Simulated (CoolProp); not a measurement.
Saturation properties of diethyl ether.

The numbers come from the reference Helmholtz-energy equation of state, Thol 2014 in CoolProp.

```tsv
T (K)	p (MPa)	liquid density (kg/m³)	enthalpy of vaporisation (kJ/kg)
352.5	0.3957	…	314.7
355	0.4220	635.8	312.0
357.5	0.4496	632.3	309.3
360	0.4785	628.7	…
362.5	0.5088	625.1	303.6
365	0.5406	…	300.7
367.5	0.5737	…	297.8
369.9	0.6070	614.2	294.9
372.4	0.6431	610.4	291.9
374.9	0.6808	606.6	288.8
377.4	0.7202	602.7	…
379.9	0.7612	…	282.5
382.4	0.8039	594.8	279.2
```

Q: What belongs in the gaps?

A: 
- 352.5, liquid density (kg/m³): 639.3
- 360, enthalpy of vaporisation (kJ/kg): 306.5
- 365, liquid density (kg/m³): 621.5
- 367.5, liquid density (kg/m³): 617.8
- 377.4, enthalpy of vaporisation (kJ/kg): 285.7
- 379.9, liquid density (kg/m³): 598.8

It boils at 307.6 K under 1 atm.
